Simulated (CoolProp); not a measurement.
Nitrogen along the isobar 61.2 bar: Z from the reference equation and from simpler models built on Tc = -147.0 °C, pc = 33.96 bar, ω = 0.037; each cubic takes its own stable root.

Model: reference Helmholtz-energy equation of state, Span 2000, in CoolProp.

| T (°C) | phase | reference | van der Waals | Redlich-Kwong | Soave-Redlich-Kwong | Peng-Robinson |
|---|---|---|---|---|---|---|
| -176.35 | liquid | 0.2903 | 0.4076 | 0.2917 | 0.2921 | 0.2591 |
| -146.45 | supercritical | 0.3018 | 0.3978 | 0.3267 | 0.3268 | 0.2944 |
| -116.55 | supercritical | 0.6649 | 0.6165 | 0.6657 | 0.6801 | 0.6437 |
| -86.65 | supercritical | 0.8433 | 0.8003 | 0.8366 | 0.8540 | 0.8202 |
| -56.75 | supercritical | 0.9201 | 0.8819 | 0.9114 | 0.9303 | 0.9008 |
| -26.85 | supercritical | 0.9610 | 0.9269 | 0.9515 | 0.9708 | 0.9452 |
| 3.05 | supercritical | 0.9851 | 0.9546 | 0.9751 | 0.9942 | 0.9718 |
| 32.95 | supercritical | 1.000 | 0.9727 | 0.9898 | 1.008 | 0.9887 |
| 62.85 | supercritical | 1.010 | 0.9851 | 0.9994 | 1.017 | 0.9998 |
| 92.75 | supercritical | 1.016 | 0.9938 | 1.006 | 1.023 | 1.007 |
| 122.65 | supercritical | 1.020 | 1.000 | 1.010 | 1.026 | 1.012 |
